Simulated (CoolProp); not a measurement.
A single-stage vapour-compression cycle with the fluid: evaporating at 298.15 K (dew point), condensing at 335.15 K (bubble point), superheat 0 K, subcooling 5 K, compressor efficiency 0.6, no pressure losses. The same conditions are run with several fluids, on thermodynamics alone (safety and materials aside).

Computed with CoolProp (reference Helmholtz-energy equation of state of each fluid (hydrogen sulfide: Lemmon 2006; R1336mzz(E): Akasaka 2023; n-perfluorobutane: Gao 2022; R245ca: Zhou 2016; R21: Platzer 1990; R114: Platzer 1990)). The equations of Platzer and Polt are older, rougher fits.

| fluid | cooling COP | pressure ratio | discharge temperature (K) | refrigerating effect (kJ/kg) | volumetric capacity (kJ/m³) |
|---|---|---|---|---|---|
| hydrogen sulfide | 3.86 | 2.25 | 392.8 | 339 | 11500 |
| R1336mzz(E) | 4.02 | 3.11 | 336.7 | 104 | 1440 |
| n-perfluorobutane | 3.47 | 2.83 | 335.1 | (withheld) | 1430 |
| R245ca | 4.25 | 3.47 | 342.3 | 159 | 898 |
| R21 | 4.40 | (withheld) | 373.9 | 196 | 1570 |
| R114 | 4.10 | 2.84 | (withheld) | 95.4 | 1510 |

**Question.** Fill in the missing entries.

**Answer.** 
- n-perfluorobutane, refrigerating effect (kJ/kg): 50.4
- R21, pressure ratio: 3.02
- R114, discharge temperature (K): 337.2

The compression ends wet for: n-perfluorobutane.
